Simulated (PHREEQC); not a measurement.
A solution holds 0.0091 mol NaHS per kg of water, at 20 °C. Closed to the air; pH follows from the charge balance.

The numbers come from PHREEQC with the ion-association model, phreeqc.dat.

This is a speciation only: nothing precipitates in the calculation.

Question: Estimate the pH.

Answer: pH 9.49.
